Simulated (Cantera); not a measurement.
A perfectly stirred reactor is fed with NO : N2 = 1 : 2.8 (molar parts), at 1.10 bar; it is held at 1725 K, and followed from long to short residence time.

Computed with Cantera and GRI-Mech 3.0 (53 species, 325 reactions).

Problem. What does this change do: pressure from 1.10 bar to 0.0400 bar?

Solution. 
```csv
quantity,before,after
x(NO) at τ = 23.0 s,0.132,0.246
x(N2) at τ = 23.0 s,0.802,0.745
x(NO2) at τ = 23.0 s,0.000230,3.07e-5
x(O2) at τ = 23.0 s,0.0652,0.00860
x(O) at τ = 23.0 s,1.44e-5,3.30e-5
x(NO) at τ = 51.0 ms,0.262,0.263
x(N2) at τ = 51.0 ms,0.737,0.737
x(NO2) at τ = 51.0 ms,8.97e-5,6.49e-6
x(O2) at τ = 51.0 ms,0.000396,5.02e-6
x(O) at τ = 51.0 ms,3.03e-6,8.87e-6
```
Radical loss at walls, strong at low pressure, is not modelled.

Problem. What does this change do: NO 1 to 9.4 parts?

Solution. 
```csv
quantity,before,after
x(NO) at τ = 23.0 s,0.132,0.264
x(N2) at τ = 23.0 s,0.802,0.483
x(NO2) at τ = 23.0 s,0.000230,0.000896
x(O2) at τ = 23.0 s,0.0652,0.253
x(O) at τ = 23.0 s,1.44e-5,2.82e-5
x(NO) at τ = 51.0 ms,0.262,0.763
x(N2) at τ = 51.0 ms,0.737,0.233
x(NO2) at τ = 51.0 ms,8.97e-5,0.000503
x(O2) at τ = 51.0 ms,0.000396,0.00345
x(O) at τ = 51.0 ms,3.03e-6,6.02e-6
```
